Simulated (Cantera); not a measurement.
A freely propagating, adiabatic, planar premixed flame of CH₄ : O₂ : N₂ = 1 : 1.67 : 4.17 (molar parts), equivalence ratio 1.2, unburnt at 650 K and 1.00 atm; multicomponent transport, grid criteria slope 0.08 and curve 0.16, no radiation.

Detailed kinetics in Cantera: GRI-Mech 3.0 (53 species, 325 reactions). Burning velocities carry a grid error of a few per cent, more on coarse grids.

x: mole fraction of selected species; z is measured from the peak of heat release.

| z (mm) | T (K) | u (m/s) | x CH₄ | x O₂ | x H₂O₂ | x H | x CO | x H₂O |
|---|---|---|---|---|---|---|---|---|
| -0.693 | 650 | 2.31 | 0.146 | 0.244 | <1e-8 | <1e-8 | 1.90e-6 | 2.45e-5 |
| -0.462 | 652 | 2.33 | 0.145 | 0.243 | 8.94e-8 | <1e-8 | 2.83e-5 | 0.000272 |
| -0.346 | 658 | 2.36 | 0.144 | 0.241 | … | … | … | … |
| -0.231 | 719 | 2.61 | 0.139 | 0.235 | 3.33e-6 | 1.00e-5 | 0.00176 | 0.00881 |
| -0.115 | 1179 | 4.40 | 0.100 | 0.192 | 1.13e-5 | 0.000404 | 0.0209 | 0.0607 |
| -0.0577 | 1646 | 6.27 | 0.0547 | 0.138 | 7.24e-6 | 0.00203 | 0.0498 | 0.117 |
| 0 | 2072 | 8.02 | 0.0151 | 0.0769 | 3.77e-6 | 0.00677 | 0.0817 | 0.171 |
| 0.0577 | 2285 | 8.90 | 0.00193 | 0.0378 | 8.39e-7 | 0.0126 | 0.0933 | 0.201 |
| 0.115 | 2345 | 9.12 | 0.000146 | 0.0210 | 2.54e-7 | 0.0161 | 0.0889 | 0.211 |
| 0.231 | 2378 | 9.20 | 6.62e-7 | 0.0125 | 1.82e-7 | 0.0180 | 0.0786 | 0.213 |
| 0.462 | 2413 | 9.30 | <1e-8 | … | 1.66e-7 | 0.0172 | 0.0731 | 0.213 |
| 0.924 | 2462 | 9.45 | <1e-8 | 0.00876 | 1.55e-7 | 0.0149 | 0.0718 | 0.217 |
| 1.85 | 2522 | 9.64 | <1e-8 | 0.00711 | 1.47e-7 | 0.0120 | 0.0708 | 0.222 |

**Question.** Complete the blanks.

**Answer.** 
- -0.346, x H₂O₂: 4.82e-7
- -0.346, x H: 1.44e-7
- -0.346, x CO: 0.000163
- -0.346, x H₂O: 0.00124
- 0.462, x O₂: 0.0102
